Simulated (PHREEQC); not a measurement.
# Nickel, zinc or cadmium bath

Solution (59 °C): 0.041 mol ZnSO4, 0.29 mol NaCl and 0.13 mol FeSO4 per kg of water. Closed to the air; pH follows from the charge balance.

Computed with PHREEQC (ion-association model, phreeqc.dat).

Each row changes one thing in this solution. Precipitation was switched off in this run.

| case | pH | ionic strength (mol/kgw) | SO4-2 (mol/kgw) | Fe+2 (mol/kgw) | FeSO4 (mol/kgw) | Zn+2 (mol/kgw) | SI of Melanterite (FeSO4:7H2O) |
|---|---|---|---|---|---|---|---|
| as made | 5.33 | 0.625 | 0.0769 | 0.0710 | 0.0541 | 0.0169 | -1.86 |
| NaCl left out | 5.37 | 0.300 | 0.0679 | 0.0582 | 0.0717 | 0.0167 | -1.74 |
| ZnSO4 from 0.041 to 0.0451 mol/kgw | 5.33 | 0.632 | 0.0783 | 0.0707 | 0.0544 | 0.0186 | -1.85 |
| ZnSO4 from 0.041 to 0.082 mol/kgw | 5.28 | 0.691 | 0.0909 | 0.0688 | 0.0568 | 0.0333 | -1.83 |
| temperature from 59 to 10 °C | 5.55 | 0.692 | 0.0876 | 0.0861 | 0.0373 | 0.0208 | -1.12 |
| temperature from 59 to 80 °C | 5.21 | 0.604 | 0.0750 | 0.0663 | 0.0595 | 0.0141 | -2.08 |

Species that the database lacks are ignored. Constants without temperature data keep their 25 °C values here.
